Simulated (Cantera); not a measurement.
Charge: 1 mol c-C4F8, 0.45 mol F2, 0.49 mol H2, equilibrated at 1650 °C and 100 Torr.

Method: chemical equilibrium by Gibbs-energy minimisation in Cantera with the NASA 1993 tables (ideal gas, pure condensed phases). Candidate condensed phases: C, C6H6, C7H8, C8H18; 95 gas species. The feed counts by its element totals alone. Gases not in the tables: C2F6 and larger saturated fluorocarbons. Kinetics and transport are ignored.

Base state: CF4 0.655, HF 0.328, CF2 0.0127, F 0.00215, CF3 0.00203 (mole fractions); condensed: C(graphite).

**Question.** What changes in the equilibrium state with this change: H2 from 0.49 to 6.1 mol?

**Answer.** 
```json
[
 {"species": "HF", "before": "0.328", "after": "0.843"},
 {"species": "H2", "before": "1.37e-8", "after": "0.156"},
 {"species": "H", "before": "3.02e-7", "after": "0.00102"},
 {"species": "CF4", "before": "0.655", "after": "<1e-9"},
 {"species": "CF2", "before": "0.0127", "after": "7.40e-9"},
 {"species": "CF3", "before": "0.00203", "after": "<1e-9"},
 {"species": "C2H2 (acetylene)", "before": "<1e-9", "after": "7.03e-5"},
 {"species": "F", "before": "0.00215", "after": "1.64e-6"},
 {"species": "C(graphite), mol", "before": "2.00", "after": "4.00"}
]
```

**Question.** What changes in the equilibrium state with this change: H2 from 0.49 to 1.6 mol?

**Answer.** 
```json
[
 {"species": "HF", "before": "0.328", "after": "0.688"},
 {"species": "CF4", "before": "0.655", "after": "0.301"},
 {"species": "CF2", "before": "0.0127", "after": "0.00862"},
 {"species": "CF3", "before": "0.00203", "after": "0.00114"},
 {"species": "CHF3", "before": "9.26e-6", "after": "1.31e-5"},
 {"species": "C(graphite), mol", "before": "2.00", "after": "2.56"}
]
```
